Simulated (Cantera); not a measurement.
A diamond (100) surface in a fixed gas of H2 with x(CH4) = 0.0073, x(H) = 0.019, x(CH3) = 0.00034, at 1223 K; coverages are run to steady state.

Detailed kinetics in Cantera: the Harris–Goodwin 1993 mechanism for the reconstructed diamond (100) surface.

θ: site fractions in the mechanism's names (c6HH fully hydrogenated, c6H* and c6*H radical sites, c6** diradical, c6HM methylated).

```
P (Pa)  growth (µm/h)  θ c6HH  θ c6H*  θ c6*H  θ c6**    θ c6HM
------  -------------  ------  ------  ------  ------  --------
910             0.766   0.423  0.0409   0.501  0.0339  0.000633
1400             1.50   0.423  0.0409   0.501  0.0339  0.000902
2200             3.03   0.422  0.0409   0.500  0.0339   0.00127
3500              [?]   0.422  0.0410   0.500  0.0339       [?]
5500              [?]   0.422  0.0410   0.499  0.0339       [?]
8600             22.0   0.421  0.0411   0.499  0.0339   0.00266
14000            41.2   0.421  0.0413   0.498  0.0339   0.00311
21000            67.3   0.421  0.0415   0.498  0.0340   0.00343
```

Problem. Complete the blanks.

Solution. 
- 3500, growth (µm/h): 6.15
- 3500, θ c6HM: 0.00171
- 5500, growth (µm/h): 11.9
- 5500, θ c6HM: 0.00219
